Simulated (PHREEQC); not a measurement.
A made-up water analysis in mmol/kgw, 20 °C, pH 6.97, pe 0.9:

| constituent | mmol/kgw |
|---|---|
| Na | 0.187 |
| K | 0.0458 |
| Ca | 0.00591 |
| Mg | 0.0411 |
| Cl | 0.0511 |
| S(6) | 0.0869 |
| Alkalinity (meq/kgw) | 0.0904 |
| Mn(2) | 0.00499 |
| Si | 0.000598 |
| Sr | 7.97e-05 |
| Li | 0.00186 |

Valence states are taken as typed.

The numbers come from PHREEQC with the ion-association model, phreeqc.dat.

| quantity | before | after |
|---|---|---|
| CO2 (mol/kgw) | 2.27e-5 | 7.16e-6 |
| MgSO4 (mol/kgw) | 5.91e-7 | 5.91e-7 |
| CaSO4 (mol/kgw) | 7.08e-8 | 7.08e-8 |
| MnSO4 (mol/kgw) | 5.59e-8 | 5.56e-8 |
| CO3-2 (mol/kgw) | 3.81e-8 | 1.20e-7 |
| MgHCO3+ (mol/kgw) | 3.81e-8 | 3.79e-8 |
| SI of Rhodochrosite (MnCO3) | -1.70 | -1.21 |
| SI of Quartz (SiO2) | -2.17 | -2.17 |

Question: Which change was made?
(A) Li from 0.00186 to 0.00558 mmol/kgw
(B) pH from 6.97 to 7.47 at the same alkalinity
(C) Mg from 0.0411 to 0.0205 mmol/kgw

Answer: B, pH from 6.97 to 7.47 at the same alkalinity

Precipitation was switched off in this run.
